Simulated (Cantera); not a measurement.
## Adiabatic ignition

An adiabatic, constant-volume homogeneous reactor starts with 6.65 % CH3OH, 19.5 % O2, 73.8 % N2, at 975 K and 500000 Pa.

Computed with Cantera and GRI-Mech 3.0 (53 species, 325 reactions). GRI-Mech 3.0 was tuned for natural gas; its chemistry of methanol as a main component is partial and can be far from experiment. Below about 1000 K GRI-Mech 3.0 lacks low-temperature oxidation paths.

```tsv
t (s)	T (K)	P (bar)	x CH3OH	x O2	x CO	x N2O	x C2H	x C2H6
2.00e-6	975	5.00	0.0665	0.195	1.31e-12	<1e-12	<1e-12	<1e-12
4.58e-6	975	5.00	0.0665	0.195	3.01e-12	<1e-12	<1e-12	<1e-12
1.05e-5	975	5.00	0.0665	0.195	6.91e-12	<1e-12	<1e-12	<1e-12
2.40e-5	975	5.00	0.0665	0.195	1.58e-11	<1e-12	<1e-12	<1e-12
5.50e-5	975	5.00	0.0665	0.195	3.63e-11	<1e-12	<1e-12	<1e-12
0.000126	975	5.00	0.0665	0.195	8.30e-11	<1e-12	<1e-12	<1e-12
0.000289	975	5.00	0.0665	0.195	1.90e-10	<1e-12	<1e-12	<1e-12
0.000661	975	5.00	0.0665	0.195	4.37e-10	<1e-12	<1e-12	<1e-12
0.00151	975	5.00	0.0665	0.195	1.00e-9	<1e-12	<1e-12	<1e-12
0.00347	975	5.00	0.0665	0.195	2.32e-9	<1e-12	<1e-12	<1e-12
0.00794	975	5.00	0.0665	0.195	5.41e-9	<1e-12	<1e-12	<1e-12
0.0182	975	5.00	0.0665	0.195	1.29e-8	<1e-12	<1e-12	<1e-12
0.0416	975	5.00	0.0665	0.195	3.32e-8	1.58e-12	<1e-12	<1e-12
0.0953	975	5.00	0.0665	0.195	1.16e-7	8.60e-12	<1e-12	<1e-12
0.218	975	5.00	0.0665	0.195	2.73e-6	7.46e-11	<1e-12	<1e-12
0.500	2350	12.5	<1e-12	0.0865	0.000969	1.97e-6	<1e-12	<1e-12
```
x: mole fraction; the columns are a selection and need not sum to one.

```yaml
time_of_steepest_temperature_rise: 0.301 s
temperature at 0.500 s: 2350 K
equilibrium_temperature: 2350 K
x(CH3OH) at 0.500 s: <1e-12 (gas-phase equilibrium <1e-12)
x(O2) at 0.500 s: 0.0865 (gas-phase equilibrium 0.0865)
x(CO) at 0.500 s: 0.000969 (gas-phase equilibrium 0.000969)
```
